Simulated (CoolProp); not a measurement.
Computed with CoolProp (reference Helmholtz-energy equation of state, Gao 2022).

**Question.** For n-perfluoropentane, give the phase and the Z, cv (kJ/(kg K)), Joule-Thomson coefficient (K/MPa) at 419.5 K and 3.93 MPa.

**Answer.** 
- 419.5 K and 3.93 MPa: liquid; Z 0.293, cv 0.986, Joule-Thomson coefficient 1.12
